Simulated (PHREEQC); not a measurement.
NaOH is added in steps, without added water, to 1 kg of water holding 0.043 mol Cu(NO3)2 and 0.016 mol H3BO3, at 25 °C. Oxygen is held at 0.21 atm. No CO2 enters from the air. The run lets Cu(OH)2, Cu2(OH)3NO3 precipitate or redissolve, and no other solid.

Base run: PHREEQC, ion-association model, wateq4f.dat. Each further column changes one thing. The table gives pH.

```tsv
NaOH added (mol)	base	Debye-Hückel limiting law	Davies equation for every ion	all activity coefficients set to 1
0	4.41	4.55	4.44	___
0.0075	4.71	4.92	4.73	4.39
0.0225	4.80	4.98	4.81	___
0.03	4.85	5.03	4.87	4.55
0.045	5.01	5.17	5.03	___
0.0525	5.15	5.29	5.16	4.87
0.0675	6.76	6.74	6.78	6.87
0.075	6.81	6.78	6.82	___
0.09	8.63	8.61	8.65	___
0.0975	9.51	9.48	9.53	___
0.1125	11.90	11.85	11.91	___
0.12	12.13	12.08	12.14	12.26
```

Q: Some entries are withheld; supply them.

A: 
- 0, all activity coefficients set to 1: 4.24
- 0.0225, all activity coefficients set to 1: 4.49
- 0.045, all activity coefficients set to 1: 4.72
- 0.075, all activity coefficients set to 1: 6.92
- 0.09, all activity coefficients set to 1: 8.76
- 0.0975, all activity coefficients set to 1: 9.64
- 0.1125, all activity coefficients set to 1: 12.02

The database's constant for dissolved Cu(OH)2 is higher than later reviews accept.
